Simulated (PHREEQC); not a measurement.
Consider water at 25 °C with 71 mmol/kgw HF, 40 mmol/kgw (CH3)4NF, 0.075 mmol/kgw H2SiF6 and 150 mmol/kgw HCl. Closed to the air; pH follows from the charge balance.

Computed with PHREEQC (ion-association model, phreeqc.dat).

No solid was allowed to form.

Q: Estimate the pH, ionic strength, activity of water.

A: pH 1.04; ionic strength 0.152 mol/kgw; activity of water 0.993.

Q: In which forms is F present?

A: HF 98 %, F- 1.0 %, HF2- 0.9 % of the F.

Complexes and solids missing from the database can't appear. (CH3)4N+ isn't in the database: it is added as a free cation with an ion size of 4 Å. SiF6-2 is the database's only silicon fluoride.
